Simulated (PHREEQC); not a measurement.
A made-up water analysis in mg/L, 20 °C, pH 6.96, pe 2.3:

| constituent | mg/L |
|---|---|
| Na | 2.34 |
| K | 0.682 |
| Ca | 3.34 |
| Mg | 0.185 |
| Cl | 3.69 |
| S(6) as SO4 | 1.38 |
| Alkalinity as HCO3 | 10.1 |
| F | 0.0597 |

Valence states are taken as typed.

All values are PHREEQC results (ion-association model, phreeqc.dat), not measurements.

No solid was allowed to form.

Task: Estimate the charge-balance error.

Result: charge-balance error -0.1 %.

Task: In which forms is C present?

Result: HCO3- 79 %, CO2 20 % of the C.
